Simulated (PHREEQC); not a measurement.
1 kg of water holding 1.8 mol/kgw NaCl meets 20 L of dry gas (CO2 1 by moles) at fixed total pressure, at 100 °C; fugacities by Peng-Robinson. The gases take part in no redox reaction, some water evaporates into the gas, and hydrates or a liquid gas phase aren't modelled. Precipitation was switched off in this run.

Model: Pitzer model, pitzer.dat, run in PHREEQC.

```
P (atm)  dissolved CO2 (all carbonate carbon) (mol/kgw)  φ of CO2    pH
-------  ----------------------------------------------  --------  ----
2                                               0.00835     0.996  3.98
10                                               0.0689         …  3.52
20                                                0.140     0.948  3.37
30                                                0.207     0.923  3.28
50                                                    …     0.874     …
100                                               0.559         …  3.06
150                                               0.705         …  3.00
200                                               0.797     0.607  2.97
400                                               0.989     0.480  2.87
```

Task: What belongs in the gaps?

Result: 
- 10, φ of CO2: 0.974
- 50, dissolved CO2 (all carbonate carbon) (mol/kgw): 0.328
- 50, pH: 3.18
- 100, φ of CO2: 0.765
- 150, φ of CO2: 0.676

Complexes and solids missing from the database can't appear. In brines, pH and single-ion activities rest on the MacInnes convention. Constants without temperature data keep their 25 °C values here.
